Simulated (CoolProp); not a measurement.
Vapour-liquid equilibrium of hydrogen chloride (1) + n-hexane (2) at 293 K; x and y are mole fractions of (1).

Values from CoolProp's multi-fluid Helmholtz-energy mixture model, Thol 2018 and Thol 2019; pair parameters Bell 2016.

Q: Give the bubble pressure and the first vapour's composition at x = 0.05, 0.275, 0.875. Is there an azeotrope?

A: x = 0.05: 0.3279 MPa, y = 0.948; x = 0.275: 1.440 MPa, y = 0.986; x = 0.875: 3.433 MPa, y = 0.996. No azeotrope shows between x = 0.05 and 0.95.

Pair parameters are fitted to limited data, so mixtures are less certain than the pure fluids. The gap from Raoult's law changes sign with composition, which may be real or a fault of the pair parameters; it wasn't checked against measurements.
